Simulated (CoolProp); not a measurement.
Vapour-liquid equilibrium of n-hexane (1) + dimethyl carbonate (2) at 398.6 K; x and y are mole fractions of (1).

Values from CoolProp's multi-fluid Helmholtz-energy mixture model, Thol 2019 and Zhou 2011; pair parameters Bell 2016.

```
x      bubble pressure (MPa)  y at the bubble point  dew pressure at overall composition x (MPa)  liquid density (mol/L)
-----  ---------------------  ---------------------  -------------------------------------------  ----------------------
0.05                  0.3310                  0.189                                       0.2905                   9.930
0.125                 0.3869                  0.341                                       0.3112                   9.503
0.2                   0.4239                  0.428                                       0.3346                   9.106
0.275                 0.4489                  0.486                                       0.3611                   8.737
0.35                  0.4664                  0.529                                       0.3906                   8.396
0.425                 0.4790                  0.566                                       0.4226                   8.081
0.5                   0.4882                  0.600                                       0.4549                   7.792
0.575                 0.4947                  0.634                                       0.4818                   7.525
0.65                  0.4984                  0.672                                       0.4967                   7.282
0.725                 0.4990                  0.715                                       0.4986                   7.060
0.8                   0.4953                  0.768                                       0.4914                   6.857
0.875                 0.4861                  0.834                                       0.4788                   6.674
0.95                  0.4691                  0.923                                       0.4632                   6.507
```

y crosses x between x = 0.65 and 0.725: the model has an azeotrope there.

Pair parameters are fitted to limited data, so mixtures are less certain than the pure fluids.
